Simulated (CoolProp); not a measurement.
Vapour-liquid equilibrium of n-octane (1) + m-xylene (2) at 251 kPa; x and y are mole fractions of (1).

Computed with CoolProp (multi-fluid Helmholtz-energy mixture model, Beckmüller 2019 and Zhou 2012; pair parameters Bell 2016).

| x | bubble temperature, mixture model (°C) | bubble temperature, Raoult's law (°C) | y, mixture model | y, Raoult's law |
|---|---|---|---|---|
| 0.05 | 175.4 | 175.6 | 0.070 | 0.068 |
| 0.15 | 173.4 | 173.9 | [?] | 0.196 |
| 0.25 | 171.6 | 172.3 | 0.316 | 0.315 |
| 0.35 | 169.9 | 170.8 | 0.424 | 0.427 |
| 0.45 | 168.4 | 169.3 | 0.525 | 0.531 |
| 0.55 | [?] | 167.8 | 0.619 | 0.629 |
| 0.65 | 165.7 | 166.4 | 0.709 | 0.721 |
| 0.75 | [?] | 165.1 | 0.795 | 0.807 |
| 0.85 | 163.4 | 163.7 | 0.878 | 0.888 |
| 0.95 | 162.3 | 162.5 | 0.960 | 0.964 |

Problem. Some entries are withheld; supply them.

Solution. 
- 0.15, y, mixture model: 0.199
- 0.55, bubble temperature, mixture model (°C): 167.0
- 0.75, bubble temperature, mixture model (°C): 164.5

The largest gap from Raoult's law is -0.9 K in bubble temperature, at x = 0.45. No azeotrope shows between x = 0.05 and 0.95.

The pair parameters rest on a limited set of measurements; away from them the model extrapolates.
